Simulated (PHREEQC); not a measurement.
Make-up at 25 °C: 180 mmol/kgw MgSO4, 0.045 mmol/kgw Na2SO4 and 52 mmol/kgw NaHS. Closed to the air; pH follows from the charge balance.

All values are PHREEQC results (ion-association model, phreeqc.dat), not measurements.

This is a speciation only: nothing precipitates in the calculation.

Order these S species by the share of S that they hold, largest first: HS-, NaSO4-, SO4-2, MgSO4.

MgSO4 (42 %), SO4-2 (34 %), HS- (22 %), NaSO4- (1.9 %)

The pH is 9.12 and the ionic strength 0.374 mol/kgw.
